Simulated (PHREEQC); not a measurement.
A solution holds 0.24 mol FeSO4, 3.6e-05 mol CaCl2, 0.0045 mol H2SO4 and 0.0017 mol Na2SO4 per kg of water, at 60 °C. Closed to the air; pH follows from the charge balance.

Model: ion-association model, phreeqc.dat, run in PHREEQC.

No solid was allowed to form.

Task: Order these S species by the share of S that they hold, largest first: NaSO4-, FeSO4, HSO4-, FeHSO4+, SO4-2.

Result: FeSO4 (57 %), SO4-2 (40 %), HSO4- (2.4 %), FeHSO4+ (0.71 %), NaSO4- (0.15 %)

Task: Order these Fe species by the share of Fe that they hold, largest first: FeHSO4+, FeSO4, Fe+2.

Result: FeSO4 (58 %), Fe+2 (41 %), FeHSO4+ (0.73 %)

The pH is 3.03 and the ionic strength 0.398 mol/kgw. Complexes and solids missing from the database can't appear. At this temperature some constants are extrapolated from 25 °C, and those without enthalpy data are left unchanged.
